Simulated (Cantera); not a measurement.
Input: 1 mol Fe₂O₃, a varied amount of HCl, 0.028 mol Cl₂, at 702 °C and 73.5 Torr.

These are equilibrium values from Cantera (NASA tables, ideal gas, pure condensed phases), not measurements of a reactor. Candidate condensed phases: Fe, FeCl₂, FeCl₃, FeO, Fe(OH)₂, Fe(OH)₃, Fe₂O₃, Fe₃O₄, H₂O; 22 gas species. The numbers say what is thermodynamically allowed, not how fast it happens.

Task: At 0.048 mol HCl, list the 6 most abundant gas species with their mole fractions, and the condensed phases.

Result: HCl 0.604, Cl₂ 0.346, FeCl₃ 0.0239, H₂O 0.0142, O₂ 0.0113, Cl 0.000498. Condensed: Fe₂O₃(s).
